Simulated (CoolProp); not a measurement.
Vapour pressure (MPa) of R1132(E): the reference equation beside estimates from Tc = 348.8 K, pc = 5.174 MPa, ω = 0.245. Clausius-Clapeyron is anchored at 288.5 K with a constant enthalpy of vaporisation of 14.72 kJ/mol.

The numbers come from the reference Helmholtz-energy equation of state, Akasaka 2024 in CoolProp.

```json
[
 {"T (K)": "277.3", "reference": "0.9267", "Lee-Kesler": "0.9292", "Clausius-Clapeyron": "0.9992", "van der Waals": "1.926", "Redlich-Kwong": "1.216", "Soave-Redlich-Kwong": "0.9333", "Peng-Robinson": "0.9217"},
 {"T (K)": "281.1", "reference": "1.037", "Lee-Kesler": "1.040", "Clausius-Clapeyron": "1.089", "van der Waals": "2.051", "Redlich-Kwong": "1.340", "Soave-Redlich-Kwong": "1.046", "Peng-Robinson": "1.032"},
 {"T (K)": "284.8", "reference": "1.154", "Lee-Kesler": "1.157", "Clausius-Clapeyron": "1.182", "van der Waals": "2.178", "Redlich-Kwong": "1.468", "Soave-Redlich-Kwong": "1.164", "Peng-Robinson": "1.149"},
 {"T (K)": "288.5", "reference": "1.280", "Lee-Kesler": "1.283", "Clausius-Clapeyron": "1.280", "van der Waals": "2.309", "Redlich-Kwong": "1.605", "Soave-Redlich-Kwong": "1.292", "Peng-Robinson": "1.276"},
 {"T (K)": "292.3", "reference": "1.420", "Lee-Kesler": "1.422", "Clausius-Clapeyron": "1.387", "van der Waals": "2.449", "Redlich-Kwong": "1.754", "Soave-Redlich-Kwong": "1.435", "Peng-Robinson": "1.416"},
 {"T (K)": "296", "reference": "1.567", "Lee-Kesler": "1.569", "Clausius-Clapeyron": "1.496", "van der Waals": "2.591", "Redlich-Kwong": "1.907", "Soave-Redlich-Kwong": "1.584", "Peng-Robinson": "1.564"},
 {"T (K)": "299.8", "reference": "1.729", "Lee-Kesler": "1.731", "Clausius-Clapeyron": "1.613", "van der Waals": "2.741", "Redlich-Kwong": "2.075", "Soave-Redlich-Kwong": "1.749", "Peng-Robinson": "1.727"},
 {"T (K)": "303.5", "reference": "1.899", "Lee-Kesler": "1.900", "Clausius-Clapeyron": "1.734", "van der Waals": "2.893", "Redlich-Kwong": "2.247", "Soave-Redlich-Kwong": "1.922", "Peng-Robinson": "1.898"}
]
```

Absolute difference from the reference over all 8 rows, mean and median: Lee-Kesler 0.2 and 0.2 %, Clausius-Clapeyron 4.7 and 4.8 %, van der Waals 77.9 and 76.4 %, Redlich-Kwong 24.6 and 24.5 %, Soave-Redlich-Kwong 1.0 and 1.0 %, Peng-Robinson 0.3 and 0.3 %.
